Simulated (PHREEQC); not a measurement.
0.29 g of hydrous ferric oxide (600 m²/g; 0.2 weak and 0.005 strong sites per Fe, Dzombak-Morel constants, diffuse double layer) in 1 kg of water with 0.3 mol/kgw of an inert sodium salt and 9.2e-05 mol/kgw NaH2PO4, at 25 °C; the pH is set by adding NaOH or the inert anion's acid. O2 is buffered at 0.21 atm. The system is closed to CO2. Nothing may precipitate in this run.

All values are PHREEQC results (ion-association model, wateq4f.dat), not measurements.

Predict surface charge σ (C/m²), surface potential ψ (mV) at pH = 7.5, 7.88.


```tsv
pH	surface charge σ (C/m²)	surface potential ψ (mV)
7.5	0.010	8
7.88	-0.010	-8
```

Complexes and solids missing from the database can't appear. H3PO4, which wateq4f.dat lacks, is added to it with the constant of phreeqc.dat. The oxide is taken as insoluble; below pH 4 it would dissolve.
